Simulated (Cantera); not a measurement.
# Equilibrium for iron carbonyl, mercury and lead vapours: Fe(CO)5 + N2 + H2

A closed system holds: 1 mol Fe(CO)5, 0.42 mol N2, 0.077 mol H2, held at 900 K and 510 Torr.

Method: chemical equilibrium by Gibbs-energy minimisation in Cantera with the NASA 1993 tables (ideal gas, pure condensed phases). Candidate condensed phases: C, C6H6, C7H8, C8H18, Fe, Fe(CO)5, FeO, Fe(OH)2, Fe(OH)3, Fe2O3, Fe3O4, H2O; 140 gas species. The tables' stoichiometric FeO is somewhat more stable than real wüstite, so its field is too wide. FeO: taken at fixed stoichiometry. Kinetics and transport are ignored.

* **x(CO2)**: 0.480
* **x(CO)**: 0.356
* **x(N2)**: 0.139
* **x(H2)**: 0.0160
* **x(H2O)**: 0.00939
* **x(CH4)**: 5.43e-5
* **n(C(graphite))**: 2.48 mol
* **n(FeO(s))**: 1.00 mol
* **gas amount**: 3.019 mol
* **log10 activity of Fe(α) (absent)**: -0.64
* **log10 activity of Fe(OH)2(s) (absent)**: -6.76
* **log10 activity of Fe(OH)3(s) (absent)**: -12.61
